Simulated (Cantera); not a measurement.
What does this Cantera script print?

```python
import numpy as np
import cantera as ct

gas_names = """
    H HNO HNO2 HNO3 HO2 H2 H2O H2O2 N NH NH2 NH3 NH2OH NO NO2 NO3 N2 N2H2 N2H4 N2O O OH O2 O3 Zr ZrN ZrO
    ZrO2
""".split()
cond_names = """
    H2O(s) H2O(L) Zr(a) Zr(b) Zr(L) ZrN(s) ZrN(L) ZrO2(a) ZrO2(b) ZrO2(L)
""".split()


# ... load() reads the species with a 1 bar reference pressure and builds the phases ...
atoms = {
    'Zr': {'Zr': 1},
    'H2O': {'H': 2, 'O': 1},
    'N2': {'N': 2},
}
top_T = {}  # K; cautious upper limits of use, not melting points


# ... equilibrate(T, P, feed) seeds the gas with the atoms and calls Mixture.equilibrate('TP', solver="vcs", rtol=1e-11, max_steps=5000) ...
results = []
T = 2750  # K
P = 1.3  # Pa
for m in [1.2, 3.9, 6.7, 9.5, 12, 15, 18, 21, 23]:
    feed = {'Zr': 1, 'H2O': m, 'N2': 2.9}  # mol
    mix = equilibrate(T, P, feed)
    results.append((T, P, feed, dict(zip(mix.species_names, mix.species_moles))))

top = {s: max(r[3][s] / sum(r[3][g] for g in gas_names) for r in results) for s in gas_names}
cols = sorted((s for s in top if top[s] > 1e-05), key=lambda s: -top[s])[:8]
seen = [c for c in cond_names if any(r[3].get(c, 0) > 1e-12 for r in results)]
print("log10 of partial pressures in bar; condensed amounts in mol")
print(f"{'n(H2O)':>10s}" + "".join(f"{s[:9]:>10s}" for s in cols + seen))
for T, P, feed, n in results:
    ng = sum(n[g] for g in gas_names)
    print(f"{feed['H2O']:10.4g}" + "".join(f"{np.log10(max(n[s] / ng * P / 1e5, 1e-99)):10.3f}" for s in cols)
          + "".join(f"{n.get(c, 0):10.4g}" for c in seen))
```

Output:

```
log10 of partial pressures in bar; condensed amounts in mol
    n(H2O)         H        N2         O       ZrO      ZrO2        Zr        H2        OH
       1.2    -5.318    -5.235    -6.448    -5.716    -7.195    -7.670    -8.307    -9.238
       3.9    -5.154    -5.583    -5.614    -6.134    -6.778    -8.922    -7.978    -8.239
       6.7    -5.117    -5.782    -5.508    -6.353    -6.892    -9.248    -7.905    -8.097
       9.5    -5.102    -5.918    -5.465    -6.499    -6.995    -9.436    -7.874    -8.039
        12    -5.094    -6.012    -5.444    -6.598    -7.073    -9.555    -7.858    -8.010
        15    -5.088    -6.103    -5.428    -6.693    -7.152    -9.666    -7.846    -7.988
        18    -5.084    -6.178    -5.418    -6.771    -7.219    -9.754    -7.838    -7.973
        21    -5.081    -6.242    -5.410    -6.837    -7.278    -9.828    -7.832    -7.963
        23    -5.079    -6.281    -5.406    -6.876    -7.313    -9.871    -7.829    -7.957
```

These are equilibrium values from Cantera (NASA tables, ideal gas, pure condensed phases), not measurements of a reactor.
